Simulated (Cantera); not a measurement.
**Thermodynamics of iron carbonyl, mercury and lead vapours, feed PbO + N2**

Charge: 1 mol PbO, 4.3 mol N2, held at 0.100 bar.

Cantera equilibrium calculation (NASA polynomials, part measured and part estimated; ideal gas, pure solids and liquids). Candidate condensed phases: Pb, PbO, PbO2, Pb3O4; 12 gas species. Gases not in the tables: (PbO)n polymers. Equilibrium is a limit: real reactors are often held back by kinetics, nucleation or transport.

From 475 K to 675 K the condensed part is PbO(red). From 775 K to 1075 K the condensed part is PbO(yellow). From 1175 K to 1275 K the condensed part is PbO(l).

| T (K) | x N2 | x PbO | x Pb | x O2 | x NO | x O | n PbO(red) | n PbO(yellow) | n PbO(l) |
|---|---|---|---|---|---|---|---|---|---|
| 475 | 1.00 | <1e-12 | <1e-12 | <1e-12 | <1e-12 | <1e-12 | 1.00 | 0 | 0 |
| 575 | 1.00 | <1e-12 | <1e-12 | <1e-12 | <1e-12 | <1e-12 | 1.00 | 0 | 0 |
| 675 | 1.00 | <1e-12 | <1e-12 | <1e-12 | <1e-12 | <1e-12 | 1.00 | 0 | 0 |
| 775 | 1.00 | 1.79e-10 | 5.13e-11 | 1.88e-11 | 1.37e-11 | <1e-12 | 0 | 1.00 | 0 |
| 875 | 1.00 | 2.57e-8 | 5.88e-9 | 2.54e-9 | 8.05e-10 | <1e-12 | 0 | 1.00 | 0 |
| 975 | 1.000 | 1.30e-6 | 2.56e-7 | 1.18e-7 | 1.99e-8 | <1e-12 | 0 | 1.000 | 0 |
| 1075 | 1.000 | 3.08e-5 | 5.48e-6 | 2.60e-6 | 2.67e-7 | 6.69e-12 | 0 | 1.000 | 0 |
| 1175 | 0.999 | 0.000403 | 6.73e-5 | 3.25e-5 | 2.25e-6 | 2.63e-10 | 0 | 0 | 0.998 |
| 1275 | 0.996 | 0.00290 | 0.000491 | 0.000239 | 1.27e-5 | 5.46e-9 | 0 | 0 | 0.985 |
x: gas mole fraction; n: condensed amount in mol.
